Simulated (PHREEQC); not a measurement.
3.4 g of hydrous ferric oxide (600 m²/g; 0.2 weak and 0.005 strong sites per Fe, Dzombak-Morel constants, diffuse double layer) in 1 kg of water with 0.05 mol/kgw of an inert sodium salt and 0.0041 mol/kgw BaCl2, at 25 °C; the pH is set by adding NaOH or the inert anion's acid. Oxygen is held at 0.21 atm. The system is closed to CO2. No solid was allowed to form.

The numbers come from PHREEQC with the ion-association model, wateq4f.dat.

| pH | Ba sorbed (%) | surface charge σ (C/m²) | surface potential ψ (mV) |
|---|---|---|---|
| 4 | 0.0 | 0.305 | 155 |
| 4.5 | 0.0 | 0.251 | 145 |
| 5 | 0.0 | ? | ? |
| 5.5 | 0.2 | 0.140 | 116 |
| 6 | ? | 0.097 | ? |
| 6.5 | ? | 0.065 | 79 |
| 7 | 3.8 | ? | 58 |
| 7.5 | ? | 0.021 | 35 |
| 8 | 5.6 | 0.006 | 11 |
| 8.5 | 11.3 | -0.006 | ? |
| 9 | 28.7 | -0.015 | -26 |
| 9.5 | 51.2 | -0.021 | -34 |
| 10 | 68.3 | -0.025 | -41 |

Problem. Some entries are withheld; supply them.

Solution. 
- 5, surface charge σ (C/m²): 0.193
- 5, surface potential ψ (mV): 132
- 6, Ba sorbed (%): 0.7
- 6, surface potential ψ (mV): 98
- 6.5, Ba sorbed (%): 2.1
- 7, surface charge σ (C/m²): 0.040
- 7.5, Ba sorbed (%): 4.6
- 8.5, surface potential ψ (mV): -11

Species that the database lacks are ignored.
